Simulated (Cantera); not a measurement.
An isothermal, constant-pressure homogeneous reactor starts with CH4 : CO2 : H2 = 1 : 1.2 : 0.28 (molar parts), at 1250 K and 14.8 atm.

Model: GRI-Mech 3.0 (53 species, 325 reactions), integrated in Cantera. The pressure lies above the range GRI-Mech 3.0 was tuned for (to about 10 atm).

Task: Predict: x(CH4) at 80.0 s; x(CO2) at 80.0 s; x(H2) at 80.0 s; x(C2H6) at 80.0 s; x(CH2CO) at 80.0 s; x(C2H2) at 80.0 s.

Result: 
```json
{
  "x(CH4) at 80.0 s": "0.300 (gas-phase equilibrium 0.0297)",
  "x(CO2) at 80.0 s": "0.307 (gas-phase equilibrium 0.0311)",
  "x(H2) at 80.0 s": "0.0488 (gas-phase equilibrium 0.434)",
  "x(C2H6) at 80.0 s": "0.00190 (gas-phase equilibrium 2.10e-6)",
  "x(CH2CO) at 80.0 s": "3.59e-6 (gas-phase equilibrium 5.35e-8)",
  "x(C2H2) at 80.0 s": "0.00727 (gas-phase equilibrium 1.02e-7)"
}
```
